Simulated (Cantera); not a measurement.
**Adiabatic ignition**

An adiabatic, constant-pressure homogeneous reactor starts with 2.57 % CH₄, 3.09 % H₂, 11.9 % O₂, 75.2 % N₂, 7.21 % CO₂, at 1575 K and 18.8 atm.

Detailed kinetics in Cantera: GRI-Mech 3.0 (53 species, 325 reactions). The pressure lies above the range GRI-Mech 3.0 was tuned for (to about 10 atm).

```csv
t (s),T (K),x CH₄,x H₂,x O₂,x N₂O,x CO₂,x NO
1.00e-6,1575,0.0257,0.0309,0.119,4.84e-11,0.0721,<1e-12
2.36e-6,1575,0.0257,0.0309,0.119,4.46e-10,0.0721,1.19e-12
5.58e-6,1591,0.0237,0.0295,0.117,1.51e-8,0.0721,7.24e-10
1.32e-5,2132,3.02e-10,0.00132,0.0603,2.74e-6,0.0800,6.36e-6
3.12e-5,2272,<1e-12,0.000275,0.0539,2.77e-6,0.0964,2.20e-5
7.37e-5,2286,<1e-12,0.000162,0.0532,1.77e-6,0.0981,3.64e-5
0.000174,2287,<1e-12,0.000158,0.0532,1.73e-6,0.0982,6.61e-5
0.000411,2287,<1e-12,0.000158,0.0532,1.73e-6,0.0982,0.000136
0.000972,2286,<1e-12,0.000158,0.0531,1.73e-6,0.0982,0.000298
0.00230,2286,<1e-12,0.000158,0.0529,1.73e-6,0.0982,0.000671
0.00543,2284,<1e-12,0.000157,0.0525,1.72e-6,0.0982,0.00149
0.0128,2281,<1e-12,0.000155,0.0517,1.70e-6,0.0982,0.00307
0.0303,2276,<1e-12,0.000153,0.0506,1.69e-6,0.0982,0.00531
0.0716,2273,<1e-12,0.000151,0.0498,1.68e-6,0.0983,0.00684
0.169,2272,<1e-12,0.000151,0.0497,1.68e-6,0.0983,0.00709
0.400,2272,<1e-12,0.000151,0.0497,1.68e-6,0.0983,0.00709
```
x: mole fraction; the columns are a selection and need not sum to one.

```yaml
time_of_steepest_temperature_rise: 11.4 µs
temperature at 0.400 s: 2272 K
equilibrium_temperature: 2272 K
x(CH₄) at 0.400 s: <1e-12 (gas-phase equilibrium <1e-12)
x(H₂) at 0.400 s: 0.000151 (gas-phase equilibrium 0.000151)
x(O₂) at 0.400 s: 0.0497 (gas-phase equilibrium 0.0497)
```
